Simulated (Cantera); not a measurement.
Input (Python, Cantera):

```python
import numpy as np
import cantera as ct

gas = ct.Solution("gri30.yaml")


def delay(T, t_max=10):
    gas.TPX = T, 730000, {'C3H8': 1, 'O2': 2.38, 'N2': 8.95}
    reactor = ct.IdealGasReactor(gas, clone=False)
    net = ct.ReactorNet([reactor])
    net.rtol, net.atol = 1e-8, 1e-16
    while net.time < t_max:
        t_old, T_old = net.time, reactor.T
        net.step()
        if reactor.T > T + 400:  # ignition: a rise of 400 K
            return t_old + (T + 400 - T_old) / (reactor.T - T_old) * (net.time - t_old)
    return np.nan


taus = []
for T in [1248, 1323, 1398, 1473, 1548, 1623, 1698, 1773]:
    taus.append(delay(T))
    print(f"T0 = {T:6g} K   tau = {taus[-1]:.4e} s")
```

It prints:

```
T0 =   1248 K   tau = 8.5157e-04 s
T0 =   1323 K   tau = 2.3564e-04 s
T0 =   1398 K   tau = 7.7235e-05 s
T0 =   1473 K   tau = 3.0118e-05 s
T0 =   1548 K   tau = 1.3776e-05 s
T0 =   1623 K   tau = 7.2359e-06 s
T0 =   1698 K   tau = 4.2668e-06 s
T0 =   1773 K   tau = 2.7654e-06 s
```

Detailed kinetics in Cantera: GRI-Mech 3.0 (53 species, 325 reactions). GRI-Mech 3.0 was tuned for natural gas; its chemistry of propane as a main component is partial and can be far from experiment.
